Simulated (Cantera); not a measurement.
What does this Cantera script print?

```python
import numpy as np
import cantera as ct

gas_names = """
    Fe FeO N NO NO2 NO3 N2 N2O O O2 O3 S SN SO SO2 SO3 S2 S2O S8
""".split()
cond_names = """
    Fe(a) Fe(c) Fe(d) Fe(L) FeO(s) FeO(L) FeS(a) FeS(b) FeS(c) FeS(L) FeSO4(s) FeS2(s) Fe2O3(s)
    Fe2S3O12(s) Fe3O4(s) S(cr1) S(cr2) S(L)
""".split()


def load(file, names, dense=False):
    # The tables refer to 1 bar. Condensed volumes are neglected.
    table = {s.name: s for s in ct.Species.list_from_file(file)}
    out = []
    for n in names:
        d = dict(table[n].input_data)
        d["thermo"] = dict(d["thermo"], **{"reference-pressure": 1e5})
        if dense:
            d["equation-of-state"] = {"model": "constant-volume", "density": "1e6 g/cm^3"}
        out.append(ct.Species.from_dict(d))
    return out


gas = ct.Solution(thermo="ideal-gas", species=load("nasa_gas.yaml", gas_names))
cond = {s.name: ct.Solution(thermo="fixed-stoichiometry", species=[s], name=s.name)
        for s in load("nasa_condensed.yaml", cond_names, dense=True)}
atoms = {
    'FeS': {'Fe': 1, 'S': 1},
    'O2': {'O': 2},
    'N2': {'N': 2},
}
top_T = {'FeSO4(s)': 950, 'FeS2(s)': 1010, 'Fe2O3(s)': 1830, 'Fe2S3O12(s)': 1100, 'Fe3O4(s)': 1870}  # K; cautious upper limits of use, not melting points


def equilibrate(T, P, feed):
    n = {}
    for name, mol in feed.items():
        for a, k in atoms[name].items():
            n[a] = n.get(a, 0.0) + k * mol
    gas.TPX = T, P, n
    mass = sum(n.values()) * gas.mean_molecular_weight
    gas.equilibrate("TP")
    valid = [c for c in cond.values() if c.min_temp <= T <= top_T.get(c.name, c.max_temp)]
    mix = ct.Mixture([(gas, mass / gas.mean_molecular_weight)] + [(c, 0.0) for c in valid])
    mix.T, mix.P = T, P
    mix.equilibrate("TP", solver="vcs", rtol=1e-11, max_steps=5000)
    return mix


results = []
feed = {'FeS': 1, 'O2': 1.3, 'N2': 3.9}  # mol
P = 27000  # Pa
for T in [773, 848, 923, 998, 1073, 1148, 1223]:
    mix = equilibrate(T, P, feed)
    results.append((T, P, feed, dict(zip(mix.species_names, mix.species_moles))))

top = {s: max(r[3][s] / sum(r[3][g] for g in gas_names) for r in results) for s in gas_names}
cols = sorted((s for s in top if top[s] > 0.001), key=lambda s: -top[s])[:5]
seen = [c for c in cond_names if any(r[3].get(c, 0) > 1e-12 for r in results)]
print("log10 of partial pressures in bar; condensed amounts in mol")
print(f"{'T/K':>10s}" + "".join(f"{s[:9]:>10s}" for s in cols + seen))
for T, P, feed, n in results:
    ng = sum(n[g] for g in gas_names)
    print(f"{T:10.4g}" + "".join(f"{np.log10(max(n[s] / ng * P / 1e5, 1e-99)):10.3f}" for s in cols)
          + "".join(f"{n.get(c, 0):10.4g}" for c in seen))
```

Result:

```
log10 of partial pressures in bar; condensed amounts in mol
       T/K        N2       SO2        S2    FeS(c)   FeS2(s)  Fe3O4(s)
       773    -0.643    -1.375    -3.804         0    0.1353    0.2882
       848    -0.648    -1.355    -3.058    0.2007         0    0.2664
       923    -0.648    -1.359    -2.869    0.1904         0    0.2699
       998    -0.648    -1.364    -2.706    0.1772         0    0.2743
      1073    -0.649    -1.371    -2.566    0.1612         0    0.2796
      1148    -0.649    -1.379    -2.446    0.1427         0    0.2858
      1223    -0.649    -1.388    -2.342    0.1219         0    0.2927
```

Equilibrium computed with Cantera from the NASA thermochemical tables; the gas is ideal and each condensed phase is pure. Mutual solubility and eutectic melting of coexisting phases are not modelled. FeS: taken at fixed stoichiometry. Gases not in the tables: S3 to S7.
